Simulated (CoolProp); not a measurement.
Vapour-liquid equilibrium of octamethyltrisiloxane (MDM) (1) + octamethylcyclotetrasiloxane (D4) (2) at 459.3 K; x and y are mole fractions of (1).

Model: multi-fluid Helmholtz-energy mixture model, Thol 2017 and Thol 2015; pair parameters Bell 2016, in CoolProp.

Problem. Give the bubble pressure and the first vapour's composition at x = 0.05, 0.2, 0.5. Is there an azeotrope?

Solution. x = 0.05: 1.362 bar, y = 0.082; x = 0.2: 1.509 bar, y = 0.292; x = 0.5: 1.786 bar, y = 0.613. No azeotrope shows between x = 0.05 and 0.95.

The pair parameters rest on a limited set of measurements; away from them the model extrapolates.
